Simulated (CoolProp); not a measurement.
Vapour-liquid equilibrium of acetone (1) + n-heptane (2) at 1590 kPa; x and y are mole fractions of (1).

The numbers come from the multi-fluid Helmholtz-energy mixture model, Lemmon 2006 and Span 2003; pair parameters Bell 2016 in CoolProp.

```json
[
 {"x": "0.05", "bubble temperature (°C)": "221.1", "y at the bubble point": "0.120", "dew temperature at overall composition x (°C)": "226.2", "liquid density (mol/L)": "4.641"},
 {"x": "0.125", "bubble temperature (°C)": "209.6", "y at the bubble point": "0.275", "dew temperature at overall composition x (°C)": "220.7", "liquid density (mol/L)": "…"},
 {"x": "0.2", "bubble temperature (°C)": "200.3", "y at the bubble point": "0.398", "dew temperature at overall composition x (°C)": "215.2", "liquid density (mol/L)": "5.276"},
 {"x": "0.275", "bubble temperature (°C)": "193.0", "y at the bubble point": "0.491", "dew temperature at overall composition x (°C)": "209.7", "liquid density (mol/L)": "5.574"},
 {"x": "0.35", "bubble temperature (°C)": "…", "y at the bubble point": "0.565", "dew temperature at overall composition x (°C)": "204.0", "liquid density (mol/L)": "5.874"},
 {"x": "0.425", "bubble temperature (°C)": "182.6", "y at the bubble point": "0.624", "dew temperature at overall composition x (°C)": "198.2", "liquid density (mol/L)": "6.186"},
 {"x": "0.5", "bubble temperature (°C)": "…", "y at the bubble point": "0.675", "dew temperature at overall composition x (°C)": "192.3", "liquid density (mol/L)": "6.520"},
 {"x": "0.575", "bubble temperature (°C)": "176.0", "y at the bubble point": "…", "dew temperature at overall composition x (°C)": "186.4", "liquid density (mol/L)": "6.888"},
 {"x": "0.65", "bubble temperature (°C)": "173.5", "y at the bubble point": "0.762", "dew temperature at overall composition x (°C)": "…", "liquid density (mol/L)": "7.299"},
 {"x": "0.725", "bubble temperature (°C)": "…", "y at the bubble point": "0.804", "dew temperature at overall composition x (°C)": "175.7", "liquid density (mol/L)": "7.766"},
 {"x": "0.8", "bubble temperature (°C)": "169.8", "y at the bubble point": "0.848", "dew temperature at overall composition x (°C)": "171.7", "liquid density (mol/L)": "8.298"},
 {"x": "0.875", "bubble temperature (°C)": "…", "y at the bubble point": "0.897", "dew temperature at overall composition x (°C)": "169.1", "liquid density (mol/L)": "8.907"},
 {"x": "0.95", "bubble temperature (°C)": "167.8", "y at the bubble point": "0.955", "dew temperature at overall composition x (°C)": "167.8", "liquid density (mol/L)": "9.604"}
]
```

Complete the blanks.


- 0.125, liquid density (mol/L): 4.968
- 0.35, bubble temperature (°C): 187.2
- 0.5, bubble temperature (°C): 179.0
- 0.575, y at the bubble point: 0.720
- 0.65, dew temperature at overall composition x (°C): 180.7
- 0.725, bubble temperature (°C): 171.5
- 0.875, bubble temperature (°C): 168.6

No azeotrope shows between x = 0.05 and 0.95.

Pair parameters are fitted to limited data, so mixtures are less certain than the pure fluids.
